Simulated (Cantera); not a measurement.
**Premixed flame**

A freely propagating, adiabatic, planar premixed flame of CH₄ : CO : O₂ : N₂ = 1 : 0.31 : 1.44 : 4.17 (molar parts), equivalence ratio 1.5, unburnt at 325 K and 1.00 bar; multicomponent transport, grid criteria slope 0.08 and curve 0.16, no radiation.

Model: GRI-Mech 3.0 (53 species, 325 reactions), integrated in Cantera. Burning velocities carry a grid error of a few per cent, more on coarse grids.

```tsv
z (mm)	T (K)	u (m/s)	x CH₄	x CO	x O₂	x HCO	x C₂H₂	x CH₂CO
-1.66	325	0.331	0.144	0.0447	0.208	<1e-8	<1e-8	<1e-8
-1.11	327	0.334	0.144	0.0445	0.207	<1e-8	1.46e-7	1.18e-8
-0.832	340	0.350	0.142	0.0444	0.205	<1e-8	1.74e-6	1.95e-7
-0.555	461	0.483	0.133	0.0463	0.194	<1e-8	3.29e-5	6.11e-6
-0.277	1031	1.11	0.0899	0.0658	0.143	2.99e-7	0.000393	0.000123
-0.139	1479	1.62	0.0499	0.0888	0.0918	7.96e-6	0.000970	0.000329
0	1865	2.07	0.0145	0.113	0.0383	2.48e-5	0.00192	0.000291
0.139	2046	2.27	0.00243	0.122	0.0108	1.37e-5	0.00146	6.50e-5
0.277	2100	2.33	0.000455	0.121	0.00274	3.92e-6	0.000639	1.40e-5
0.555	2125	2.35	3.44e-5	0.117	0.000273	4.65e-7	0.000115	1.78e-6
1.11	2136	2.36	1.33e-6	0.116	7.64e-5	1.42e-7	7.14e-6	1.02e-7
2.22	2147	2.37	2.46e-8	0.116	4.72e-5	1.05e-7	1.27e-7	<1e-8
4.44	2157	2.38	<1e-8	0.116	2.50e-5	7.67e-8	<1e-8	<1e-8
```
x: mole fraction of selected species; z is measured from the peak of heat release.

| Item | Result |
|---|---|
| laminar burning velocity | 33.0 cm/s |
| thermal thickness | 0.555 mm |
| peak x(HCO) | 2.49e-5 |
| peak x(C₂H₂) | 0.00198 |
| peak x(CH₂CO) | 0.000383 |
| grid points | 153 |
